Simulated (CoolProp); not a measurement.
Properties of water along the isobar 101 kPa.

The numbers come from the reference Helmholtz-energy equation of state, Wagner 2002 in CoolProp.

```csv
T (°C),phase,Z,cv (kJ/(kg K)),isothermal compressibility (1/MPa),conductivity (mW/(m K))
328.65,gas,0.9980,1.561,9.921,[?]
337.05,gas,0.9981,1.566,9.920,47.5
345.55,gas,0.9982,1.571,9.919,48.5
353.95,gas,0.9983,1.576,9.918,49.4
362.45,gas,0.9984,1.581,9.917,50.4
370.95,gas,0.9985,1.587,9.916,51.3
379.35,gas,0.9985,[?],9.916,52.3
387.85,gas,0.9986,1.597,9.915,53.3
396.25,gas,0.9987,1.603,9.914,54.2
404.75,gas,0.9987,1.608,9.914,[?]
413.25,gas,0.9988,1.613,9.913,56.2
421.65,gas,0.9988,1.619,9.912,57.2
430.15,gas,0.9989,1.624,9.912,[?]
438.55,gas,0.9989,1.630,9.911,59.2
447.05,gas,0.9990,1.635,9.911,60.2
```

**Question.** Complete the blanks.

**Answer.** 
- 328.65, conductivity (mW/(m K)): 46.6
- 379.35, cv (kJ/(kg K)): 1.592
- 404.75, conductivity (mW/(m K)): 55.2
- 430.15, conductivity (mW/(m K)): 58.2

Thermal conductivity comes from a separate model (Huber 2012).
